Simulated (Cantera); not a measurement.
A closed system holds: 1 mol Cu2O, 1.3 mol C, 0.94 mol N2, at 13300 Pa.

These are equilibrium values from Cantera (NASA tables, ideal gas, pure condensed phases), not measurements of a reactor. Candidate condensed phases: C, Cu, CuO, Cu2O; 27 gas species. The numbers say what is thermodynamically allowed, not how fast it happens.

Problem. Which condensed phases are stable at each of these points (T (°C)): 577, 677, 777, 877, 977, 1077, 1177, 1277, 1377, 1477, 1577, 1677?

Solution. 
| T (°C) | condensed phases | Cu condensed (%) |
|---|---|---|
| 577 | C(graphite) + Cu(s) | 100.0 |
| 677 | C(graphite) + Cu(s) | 100.0 |
| 777 | C(graphite) + Cu(s) | 100.0 |
| 877 | C(graphite) + Cu(s) | 100.0 |
| 977 | C(graphite) + Cu(s) | 100.0 |
| 1077 | C(graphite) + Cu(s) | 100.0 |
| 1177 | C(graphite) + Cu(l) | 100.0 |
| 1277 | C(graphite) + Cu(l) | 100.0 |
| 1377 | C(graphite) + Cu(l) | 99.9 |
| 1477 | C(graphite) + Cu(l) | 99.8 |
| 1577 | C(graphite) + Cu(l) | 99.3 |
| 1677 | C(graphite) + Cu(l) | 98.0 |

From 577 °C to 1077 °C the condensed part is C(graphite) + Cu(s). From 1177 °C to 1677 °C the condensed part is C(graphite) + Cu(l).
